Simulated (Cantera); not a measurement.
# Adiabatic ignition

An adiabatic, constant-pressure homogeneous reactor starts with CH₃OH : O₂ : N₂ = 1 : 1.85 : 6.96 (molar parts), equivalence ratio 0.81, at 1400 K and 28.6 atm.

Model: GRI-Mech 3.0 (53 species, 325 reactions), integrated in Cantera. GRI-Mech 3.0 was tuned for natural gas; its chemistry of methanol as a main component is partial and can be far from experiment. The pressure lies above the range GRI-Mech 3.0 was tuned for (to about 10 atm).

```json
[
 {"t (s)": "1.00e-6", "T (K)": "1400", "x CH₃OH": "0.102", "x O₂": "0.189", "x HCN": "<1e-12", "x CO₂": "4.08e-7", "x NO": "<1e-12", "x N₂O": "1.14e-11", "x C₂H₂": "<1e-12"},
 {"t (s)": "2.51e-6", "T (K)": "1400", "x CH₃OH": "0.102", "x O₂": "0.189", "x HCN": "<1e-12", "x CO₂": "1.03e-6", "x NO": "<1e-12", "x N₂O": "7.67e-11", "x C₂H₂": "<1e-12"},
 {"t (s)": "6.31e-6", "T (K)": "1400", "x CH₃OH": "0.102", "x O₂": "0.189", "x HCN": "<1e-12", "x CO₂": "2.59e-6", "x NO": "<1e-12", "x N₂O": "4.96e-10", "x C₂H₂": "<1e-12"},
 {"t (s)": "1.58e-5", "T (K)": "1400", "x CH₃OH": "0.101", "x O₂": "0.188", "x HCN": "<1e-12", "x CO₂": "6.61e-6", "x NO": "<1e-12", "x N₂O": "3.11e-9", "x C₂H₂": "<1e-12"},
 {"t (s)": "3.98e-5", "T (K)": "1454", "x CH₃OH": "0.0815", "x O₂": "0.175", "x HCN": "<1e-12", "x CO₂": "0.000131", "x NO": "3.80e-12", "x N₂O": "4.17e-8", "x C₂H₂": "1.42e-11"},
 {"t (s)": "0.000100", "T (K)": "2797", "x CH₃OH": "<1e-12", "x O₂": "0.0363", "x HCN": "3.95e-10", "x CO₂": "0.0835", "x NO": "0.00290", "x N₂O": "3.36e-6", "x C₂H₂": "<1e-12"},
 {"t (s)": "0.000251", "T (K)": "2789", "x CH₃OH": "<1e-12", "x O₂": "0.0338", "x HCN": "6.11e-10", "x CO₂": "0.0835", "x NO": "0.00816", "x N₂O": "3.40e-6", "x C₂H₂": "<1e-12"},
 {"t (s)": "0.000631", "T (K)": "2782", "x CH₃OH": "<1e-12", "x O₂": "0.0320", "x HCN": "7.65e-10", "x CO₂": "0.0835", "x NO": "0.0122", "x N₂O": "3.51e-6", "x C₂H₂": "<1e-12"},
 {"t (s)": "0.00158", "T (K)": "2781", "x CH₃OH": "<1e-12", "x O₂": "0.0317", "x HCN": "7.88e-10", "x CO₂": "0.0835", "x NO": "0.0128", "x N₂O": "3.53e-6", "x C₂H₂": "<1e-12"},
 {"t (s)": "0.00398", "T (K)": "2781", "x CH₃OH": "<1e-12", "x O₂": "0.0317", "x HCN": "7.88e-10", "x CO₂": "0.0835", "x NO": "0.0128", "x N₂O": "3.53e-6", "x C₂H₂": "<1e-12"},
 {"t (s)": "0.0100", "T (K)": "2781", "x CH₃OH": "<1e-12", "x O₂": "0.0317", "x HCN": "7.88e-10", "x CO₂": "0.0835", "x NO": "0.0128", "x N₂O": "3.53e-6", "x C₂H₂": "<1e-12"},
 {"t (s)": "0.0251", "T (K)": "2781", "x CH₃OH": "<1e-12", "x O₂": "0.0317", "x HCN": "7.88e-10", "x CO₂": "0.0835", "x NO": "0.0128", "x N₂O": "3.53e-6", "x C₂H₂": "<1e-12"},
 {"t (s)": "0.0631", "T (K)": "2781", "x CH₃OH": "<1e-12", "x O₂": "0.0317", "x HCN": "7.88e-10", "x CO₂": "0.0835", "x NO": "0.0128", "x N₂O": "3.53e-6", "x C₂H₂": "<1e-12"},
 {"t (s)": "0.158", "T (K)": "2781", "x CH₃OH": "<1e-12", "x O₂": "0.0317", "x HCN": "7.88e-10", "x CO₂": "0.0835", "x NO": "0.0128", "x N₂O": "3.53e-6", "x C₂H₂": "<1e-12"},
 {"t (s)": "0.398", "T (K)": "2781", "x CH₃OH": "<1e-12", "x O₂": "0.0317", "x HCN": "7.88e-10", "x CO₂": "0.0835", "x NO": "0.0128", "x N₂O": "3.53e-6", "x C₂H₂": "<1e-12"},
 {"t (s)": "1.00", "T (K)": "2781", "x CH₃OH": "<1e-12", "x O₂": "0.0317", "x HCN": "7.88e-10", "x CO₂": "0.0835", "x NO": "0.0128", "x N₂O": "3.53e-6", "x C₂H₂": "<1e-12"}
]
```
x: mole fraction; the columns are a selection and need not sum to one.

| Property | Result |
|---|---|
| time of steepest temperature rise | 44.8 µs |
| temperature at 1.00 s | 2781 K |
| equilibrium temperature | 2781 K |
| x(CH₃OH) at 1.00 s | <1e-12 (gas-phase equilibrium <1e-12) |
| x(O₂) at 1.00 s | 0.0317 (gas-phase equilibrium 0.0317) |
| x(HCN) at 1.00 s | 7.88e-10 (gas-phase equilibrium 7.88e-10) |
